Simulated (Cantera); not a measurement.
A perfectly stirred reactor is fed with 84.2 % N2O, 13.5 % O2, 2.27 % N2, at 1.01 bar; it is held at 1073 K, and followed from long to short residence time.

Model: GRI-Mech 3.0 (53 species, 325 reactions), integrated in Cantera. GRI-Mech 3.0 was tuned for natural gas; its chemistry of N2O as a main component is partial and can be far from experiment. The mechanism lacks the step 2 NO + O2 → 2 NO2, which can matter for NO2 below about 1400 K. The temperature is held fixed by assumption; the heat of reaction is taken as removed at once.

x: mole fraction; the columns are a selection and need not sum to one.

| τ (s) | x N2O | x O2 | x NO | x NO2 | x N2 | x O |
|---|---|---|---|---|---|---|
| 11 | 0.544 | 0.220 | 0.0109 | ___ | 0.225 | 1.46e-7 |
| 4.9 | 0.670 | 0.184 | 0.00670 | ___ | 0.140 | 1.63e-7 |
| 2.3 | 0.749 | 0.161 | 0.00375 | ___ | 0.0858 | 1.74e-7 |
| 1.1 | 0.794 | 0.148 | 0.00197 | ___ | 0.0552 | 1.80e-7 |
| 0.50 | 0.820 | 0.141 | 0.000939 | ___ | 0.0381 | 1.83e-7 |
| 0.23 | 0.832 | 0.138 | 0.000443 | ___ | 0.0300 | 1.84e-7 |
| 0.11 | 0.837 | 0.136 | 0.000215 | ___ | 0.0262 | 1.85e-7 |
| 0.050 | 0.840 | 0.135 | 9.83e-5 | ___ | 0.0243 | 1.85e-7 |
| 0.023 | 0.841 | 0.135 | 4.54e-5 | ___ | 0.0235 | 1.85e-7 |
| 0.011 | 0.842 | 0.135 | 2.17e-5 | ___ | 0.0231 | 1.85e-7 |
| 0.0050 | 0.842 | 0.135 | 9.88e-6 | ___ | 0.0229 | 1.85e-7 |

What belongs in the gaps?


- 11, x NO2: 0.000159
- 4.9, x NO2: 9.67e-5
- 2.3, x NO2: 5.27e-5
- 1.1, x NO2: 2.63e-5
- 0.50, x NO2: 1.14e-5
- 0.23, x NO2: 4.43e-6
- 0.11, x NO2: 1.59e-6
- 0.050, x NO2: 4.56e-7
- 0.023, x NO2: 1.17e-7
- 0.011, x NO2: 2.94e-8
- 0.0050, x NO2: 6.40e-9
